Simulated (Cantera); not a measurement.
**Moist CO burnout**

A perfectly stirred reactor is fed with CO : O2 : H2O : N2 = 0.017 : 0.0065 : 0.035 : 1 (molar parts), at 190000 Pa; it is held at 1075 K, and followed from long to short residence time.

Computed with Cantera and GRI-Mech 3.0 (53 species, 325 reactions).

```
τ (s)      x CO      x O2   x H2O     x NO2     x OH      x H2      x H
------  -------  --------  ------  --------  -------  --------  -------
0.52    0.00231   7.49e-5  0.0316  3.19e-12  3.12e-6   0.00162  4.30e-5
0.29    0.00260  0.000111  0.0318  5.33e-12  4.43e-6   0.00140  5.25e-5
0.16    0.00298  0.000176  0.0321  9.58e-12  6.29e-6   0.00115  6.12e-5
0.093   0.00344  0.000290  0.0323  1.73e-11  8.48e-6  0.000912  6.50e-5
0.052   0.00425  0.000565  0.0326  3.35e-11  1.09e-5  0.000660  5.97e-5
0.029   0.00578   0.00123  0.0327  5.98e-11  1.21e-5  0.000464  4.51e-5
0.017   0.00804   0.00230  0.0328  7.63e-11  1.14e-5  0.000365  3.25e-5
0.0094   0.0110   0.00373  0.0328  6.61e-11  9.47e-6  0.000296  2.27e-5
0.0053   0.0134   0.00492  0.0329  3.91e-11  7.07e-6  0.000221  1.53e-5
0.0030   0.0150   0.00566  0.0329  1.59e-11  4.46e-6  0.000126  9.01e-6
```
x: mole fraction; the columns are a selection and need not sum to one.
